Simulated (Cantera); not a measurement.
Charge: 1 mol FeS, 42 mol H2, at 1250 K and 1.00 bar.

Method: chemical equilibrium by Gibbs-energy minimisation in Cantera with the NASA 1993 tables (ideal gas, pure condensed phases). Candidate condensed phases: Fe, FeS, FeS2, S; 8 gas species. Mutual solubility and eutectic melting of coexisting phases are not modelled. FeS: taken at fixed stoichiometry. The numbers say what is thermodynamically allowed, not how fast it happens.

Base state: H2 0.994, H2S 0.00551 (mole fractions); condensed: Fe(γ) + FeS(s).

Problem. What changes in the equilibrium state with this change: temperature from 1250 K to 1473 K?

Solution. 
```
species       before    after
-----------  -------  -------
H2             0.994    0.986
H2S          0.00551   0.0140
SH           1.75e-6  4.93e-5
S2           1.28e-7  1.17e-5
H            4.82e-7  1.26e-5
Fe(γ), mol     0.232    0.590
FeS(s), mol    0.768        0
FeS(l), mol        0    0.410
```
Metal and sulfide melt together well below either melting point, which pure phases cannot show.
